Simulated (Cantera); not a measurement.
A perfectly stirred reactor is fed with N₂O : N₂ = 1 : 0.12 (molar parts), at 0.132 atm; it is held at 1250 K, and followed from long to short residence time.

Computed with Cantera and GRI-Mech 3.0 (53 species, 325 reactions). GRI-Mech 3.0 was tuned for natural gas; its chemistry of N2O as a main component is partial and can be far from experiment. The mechanism lacks the step 2 NO + O2 → 2 NO2, which can matter for NO2 below about 1400 K. The temperature is held fixed by assumption; the heat of reaction is taken as removed at once.

```csv
quantity,before,after
x(N₂O) at τ = 0.580 s,0.763,0.642
x(NO) at τ = 0.580 s,0.0112,0.0255
x(O) at τ = 0.580 s,3.80e-6,7.47e-6
x(NO₂) at τ = 0.580 s,1.42e-5,3.11e-5
x(N₂) at τ = 0.580 s,0.186,0.258
x(N₂O) at τ = 5.00 ms,0.892,0.890
x(NO) at τ = 5.00 ms,0.000113,0.000308
x(O) at τ = 5.00 ms,3.80e-6,7.53e-6
x(NO₂) at τ = 5.00 ms,1.46e-8,6.33e-8
x(N₂) at τ = 5.00 ms,0.108,0.109
```

Question: What was changed between the two runs?
A. temperature 1250 to 1300 K
B. temperature 1250 to 1375 K
C. temperature 1250 to 1025 K
D. pressure from 0.132 atm to 0.484 atm

Answer: A, temperature 1250 to 1300 K
